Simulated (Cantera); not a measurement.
An adiabatic, constant-volume homogeneous reactor starts with H2 : O2 : N2 : NO = 1 : 0.694 : 1.74 : 0.0055 (molar parts), at 1823 K and 7500 Torr. Integrator tolerance rtol = 1e-08.

Computed with Cantera and GRI-Mech 3.0 (53 species, 325 reactions). The hydrogen kinetics of GRI-Mech 3.0 are dated; newer H2 mechanisms differ, most at raised pressure. Above 3000 K some thermodynamic fits are extrapolated.

**Question.** What does this change do: pressure from 7500 Torr to 12000 Torr?

**Answer.** 
| quantity | before | after |
|---|---|---|
| time of steepest temperature rise | 0.457 µs | 0.289 µs |
| temperature at 0.700 s | 3326 K | 3381 K |
| equilibrium temperature | 3326 K | 3381 K |
| x(H2) at 0.700 s | 0.0341 (gas-phase equilibrium 0.0341) | 0.0320 (gas-phase equilibrium 0.0320) |
| x(O2) at 0.700 s | 0.0488 (gas-phase equilibrium 0.0488) | 0.0479 (gas-phase equilibrium 0.0479) |
| x(NO) at 0.700 s | 0.0275 (gas-phase equilibrium 0.0275) | 0.0288 (gas-phase equilibrium 0.0288) |
| x(N2) at 0.700 s | 0.548 (gas-phase equilibrium 0.548) | 0.550 (gas-phase equilibrium 0.550) |
| x(O) at 0.700 s | 0.0170 (gas-phase equilibrium 0.0170) | 0.0154 (gas-phase equilibrium 0.0154) |
| x(HO2) at 0.700 s | 7.74e-5 (gas-phase equilibrium 7.74e-5) | 9.42e-5 (gas-phase equilibrium 9.42e-5) |
| x(H2O) at 0.700 s | 0.252 (gas-phase equilibrium 0.252) | 0.257 (gas-phase equilibrium 0.257) |
The pressure lies above the range GRI-Mech 3.0 was tuned for (to about 10 atm).

**Question.** What does this change do: pressure from 7500 Torr to 173 Torr?

**Answer.** 
```tsv
quantity	before	after
time of steepest temperature rise	0.457 µs	18.0 µs
temperature at 0.700 s	3326 K	2883 K
equilibrium temperature	3326 K	2883 K
x(H2) at 0.700 s	0.0341 (gas-phase equilibrium 0.0341)	0.0468 (gas-phase equilibrium 0.0468)
x(O2) at 0.700 s	0.0488 (gas-phase equilibrium 0.0488)	0.0566 (gas-phase equilibrium 0.0566)
x(NO) at 0.700 s	0.0275 (gas-phase equilibrium 0.0275)	0.0177 (gas-phase equilibrium 0.0177)
x(N2) at 0.700 s	0.548 (gas-phase equilibrium 0.548)	0.535 (gas-phase equilibrium 0.535)
x(O) at 0.700 s	0.0170 (gas-phase equilibrium 0.0170)	0.0306 (gas-phase equilibrium 0.0306)
x(HO2) at 0.700 s	7.74e-5 (gas-phase equilibrium 7.74e-5)	1.42e-5 (gas-phase equilibrium 1.42e-5)
x(H2O) at 0.700 s	0.252 (gas-phase equilibrium 0.252)	0.216 (gas-phase equilibrium 0.216)
```
